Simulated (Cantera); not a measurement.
**Adiabatic ignition**

An adiabatic, constant-volume homogeneous reactor starts with 3.63 % C3H8, 16.5 % O2, 77.8 % N2, 2.07 % H2O, equivalence ratio 1.1, at 1648 K and 5.00 bar.

Detailed kinetics in Cantera: GRI-Mech 3.0 (53 species, 325 reactions). GRI-Mech 3.0 was tuned for natural gas; its chemistry of propane as a main component is partial and can be far from experiment. Above 3000 K some thermodynamic fits are extrapolated.

```json
[
 {"t (s)": "1.00e-6", "T (K)": "1635", "P (bar)": "4.97", "x C3H8": "0.0340", "x O2": "0.164", "x H2O": "0.0210", "x NO": "1.06e-11", "x C2H6": "9.88e-5", "x NO2": "<1e-12", "x N2O": "8.25e-10"},
 {"t (s)": "2.26e-6", "T (K)": "1631", "P (bar)": "4.99", "x C3H8": "0.0298", "x O2": "0.162", "x H2O": "0.0224", "x NO": "1.03e-10", "x C2H6": "0.000775", "x NO2": "<1e-12", "x N2O": "2.61e-9"},
 {"t (s)": "5.09e-6", "T (K)": "1652", "P (bar)": "5.12", "x C3H8": "0.0188", "x O2": "0.154", "x H2O": "0.0276", "x NO": "8.32e-10", "x C2H6": "0.00245", "x NO2": "1.89e-11", "x N2O": "8.98e-9"},
 {"t (s)": "1.15e-5", "T (K)": "2842", "P (bar)": "9.52", "x C3H8": "<1e-12", "x O2": "0.0190", "x H2O": "0.111", "x NO": "0.000267", "x C2H6": "<1e-12", "x NO2": "1.39e-7", "x N2O": "9.28e-7"},
 {"t (s)": "2.59e-5", "T (K)": "3049", "P (bar)": "10.1", "x C3H8": "<1e-12", "x O2": "0.0136", "x H2O": "0.122", "x NO": "0.00223", "x C2H6": "<1e-12", "x NO2": "1.00e-6", "x N2O": "1.66e-6"},
 {"t (s)": "5.85e-5", "T (K)": "3043", "P (bar)": "10.0", "x C3H8": "<1e-12", "x O2": "0.0125", "x H2O": "0.122", "x NO": "0.00569", "x C2H6": "<1e-12", "x NO2": "2.46e-6", "x N2O": "1.69e-6"},
 {"t (s)": "0.000132", "T (K)": "3034", "P (bar)": "10.0", "x C3H8": "<1e-12", "x O2": "0.0113", "x H2O": "0.122", "x NO": "0.00931", "x C2H6": "<1e-12", "x NO2": "3.86e-6", "x N2O": "1.78e-6"},
 {"t (s)": "0.000298", "T (K)": "3030", "P (bar)": "10.0", "x C3H8": "<1e-12", "x O2": "0.0109", "x H2O": "0.122", "x NO": "0.0107", "x C2H6": "<1e-12", "x NO2": "4.35e-6", "x N2O": "1.82e-6"},
 {"t (s)": "0.000672", "T (K)": "3030", "P (bar)": "10.0", "x C3H8": "<1e-12", "x O2": "0.0109", "x H2O": "0.122", "x NO": "0.0107", "x C2H6": "<1e-12", "x NO2": "4.38e-6", "x N2O": "1.83e-6"},
 {"t (s)": "0.00152", "T (K)": "3030", "P (bar)": "10.0", "x C3H8": "<1e-12", "x O2": "0.0109", "x H2O": "0.122", "x NO": "0.0107", "x C2H6": "<1e-12", "x NO2": "4.38e-6", "x N2O": "1.83e-6"},
 {"t (s)": "0.00342", "T (K)": "3030", "P (bar)": "10.0", "x C3H8": "<1e-12", "x O2": "0.0109", "x H2O": "0.122", "x NO": "0.0107", "x C2H6": "<1e-12", "x NO2": "4.38e-6", "x N2O": "1.83e-6"},
 {"t (s)": "0.00772", "T (K)": "3030", "P (bar)": "10.0", "x C3H8": "<1e-12", "x O2": "0.0109", "x H2O": "0.122", "x NO": "0.0107", "x C2H6": "<1e-12", "x NO2": "4.38e-6", "x N2O": "1.83e-6"},
 {"t (s)": "0.0174", "T (K)": "3030", "P (bar)": "10.0", "x C3H8": "<1e-12", "x O2": "0.0109", "x H2O": "0.122", "x NO": "0.0107", "x C2H6": "<1e-12", "x NO2": "4.38e-6", "x N2O": "1.83e-6"},
 {"t (s)": "0.0393", "T (K)": "3030", "P (bar)": "10.0", "x C3H8": "<1e-12", "x O2": "0.0109", "x H2O": "0.122", "x NO": "0.0107", "x C2H6": "<1e-12", "x NO2": "4.38e-6", "x N2O": "1.83e-6"},
 {"t (s)": "0.0886", "T (K)": "3030", "P (bar)": "10.0", "x C3H8": "<1e-12", "x O2": "0.0109", "x H2O": "0.122", "x NO": "0.0107", "x C2H6": "<1e-12", "x NO2": "4.38e-6", "x N2O": "1.83e-6"},
 {"t (s)": "0.200", "T (K)": "3030", "P (bar)": "10.0", "x C3H8": "<1e-12", "x O2": "0.0109", "x H2O": "0.122", "x NO": "0.0107", "x C2H6": "<1e-12", "x NO2": "4.38e-6", "x N2O": "1.83e-6"}
]
```
x: mole fraction; the columns are a selection and need not sum to one.

```json
{
 "time_of_steepest_temperature_rise": "9.10 µs",
 "temperature at 0.200 s": "3030 K",
 "equilibrium_temperature": "3030 K",
 "x(C3H8) at 0.200 s": "<1e-12 (gas-phase equilibrium <1e-12)",
 "x(O2) at 0.200 s": "0.0109 (gas-phase equilibrium 0.0109)",
 "x(H2O) at 0.200 s": "0.122 (gas-phase equilibrium 0.122)"
}
```
